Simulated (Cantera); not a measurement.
Cantera run:

```python
import numpy as np
import cantera as ct

gas_names = [...]  # 47 gases of nasa_gas.yaml made of Cl, H, N, O, Si
cond_names = """
    H2O(s) H2O(L) NH4CL(a) NH4CL(b) Si(cr) Si(L) SiO2(Lqz) SiO2(hqz) SiO2(L) Si2N2O(s) Si3N4(a)
""".split()


# ... load() reads the species with a 1 bar reference pressure and builds the phases ...
atoms = {
    'SiH2Cl2': {'Si': 1, 'H': 2, 'CL': 2},
    'O2': {'O': 2},
    'N2': {'N': 2},
}
top_T = {'Si2N2O(s)': 2100, 'Si3N4(a)': 2400}  # K; cautious upper limits of use, not melting points


# ... equilibrate(T, P, feed) seeds the gas with the atoms and calls Mixture.equilibrate('TP', solver="vcs", rtol=1e-11, max_steps=5000) ...
results = []
feed = {'SiH2Cl2': 1, 'O2': 30, 'N2': 1}  # mol
T = 775  # K
P = 360  # Pa
mix = equilibrate(T, P, feed)
results.append((T, P, feed, dict(zip(mix.species_names, mix.species_moles))))
print(gas.report(threshold=1e-05))
for i in range(1, mix.n_phases):
    print(f"{mix.phase(i).name:16s} {mix.phase_moles(i):12.5e} mol")
```

Result:

```
       temperature   775 K
          pressure   360 Pa
           density   0.0018086 kg/m^3
  mean mol. weight   32.373 kg/kmol
   phase of matter   gas

                          1 kg             1 kmol
                     ---------------   ---------------
          enthalpy         2.596e+05        8.4042e+06  J
   internal energy             60558        1.9605e+06  J
           entropy            8779.7        2.8423e+05  J/K
    Gibbs function       -6.5447e+06       -2.1187e+08  J
 heat capacity c_p            1034.9             33503  J/K
 heat capacity c_v            778.05             25188  J/K

                      mass frac. Y      mole frac. X     chem. pot. / RT
                     ---------------   ---------------   ---------------
                CL        1.0994e-05         1.004e-05           -19.095
               CL2          0.030117          0.013752            -38.19
               HCL          0.039885          0.035416           -46.969
               H2O         0.0076553          0.013757            -71.57
                N2          0.027228          0.031465           -33.335
                O2            0.8951            0.9056           -31.646
     [  +41 minor]        9.6002e-07        8.2635e-07

NH4CL(b)          0.00000e+00 mol
Si(cr)            0.00000e+00 mol
SiO2(Lqz)         1.00000e+00 mol
Si2N2O(s)         0.00000e+00 mol
Si3N4(a)          0.00000e+00 mol
```

Method: chemical equilibrium by Gibbs-energy minimisation in Cantera with the NASA 1993 tables (ideal gas, pure condensed phases).
